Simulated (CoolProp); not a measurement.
Properties of R507A at several states.

Model: reference Helmholtz-energy equation of state, Lemmon 2003, in CoolProp. It is a pseudo-pure fit of the blend.

```tsv
T (°C)	p (kPa)	phase	density (kg/m³)	cp (kJ/(kg K))	speed of sound (m/s)	conductivity (mW/(m K))	Prandtl number	fugacity coefficient
10.55	1900	liquid	1122	1.415	453.3	72.1	3.16	0.3934
37.55	5240	liquid	1032	1.508	374.9	65.4	2.84	0.2911
98.45	2450	gas	98.39	1.191	155.2	21.8	0.921	0.8253
13.05	67.9	gas	2.858	0.8475	162.0	12.6	0.788	0.9873
22.15	51.3	gas	2.084	0.8602	164.9	13.2	0.786	0.9914
```

Viscosity comes from a separate model (Geller 2000). Thermal conductivity comes from a separate model (Geller 2001).
